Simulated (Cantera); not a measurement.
Charge: 1 mol C6H6, 1.2 mol O2, 15 mol N2, at 0.000170 bar.

Cantera equilibrium calculation (NASA polynomials, part measured and part estimated; ideal gas, pure solids and liquids). Candidate condensed phases: C, C6H6, C7H8, C8H18, H2O; 136 gas species. Rates play no part.

### Question
At 1750 K, list the 4 most abundant gas species with their mole fractions, and the condensed phases.

### Answer
N2 0.732, H2 0.142, CO 0.117, H 0.00673. Condensed: C(graphite).
